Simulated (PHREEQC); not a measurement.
## Polishing slurry liquid

Consider water at 72 °C with 0.00098 mol/kgw K2CO3, 0.0004 mol/kgw Fe(NO3)3 and 0.0023 mol/kgw H3BO3. Closed to the air; pH follows from the charge balance.

Model: ion-association model, phreeqc.dat, run in PHREEQC.

Each row changes one thing in this solution. This is a speciation only: nothing precipitates in the calculation.

```tsv
case	pH	ionic strength (mol/kgw)	HCO3- (mol/kgw)	CO2 (mol/kgw)
as made	6.89	0.00202	0.000782	0.000197
H3BO3 left out	6.93	0.00201	0.000798	0.000182
0.0024 mol/kgw NaHSO4 added	3.18	0.00769	7.95e-7	0.000979
H3BO3 from 0.0023 to 0.00115 mol/kgw	6.91	0.00202	0.000789	0.000190
Fe(NO3)3 left out	8.67	0.00200	0.000938	3.92e-6
K2CO3 from 0.00098 to 0.000882 mol/kgw	6.69	0.00185	0.000629	0.000253
```

Some of these states are supersaturated (in Hematite (slow to form), Goethite (slow to form), Jarosite-K, for instance). Away from 25 °C the constants follow the database's enthalpies or fits; those with neither stay at their 25 °C values.
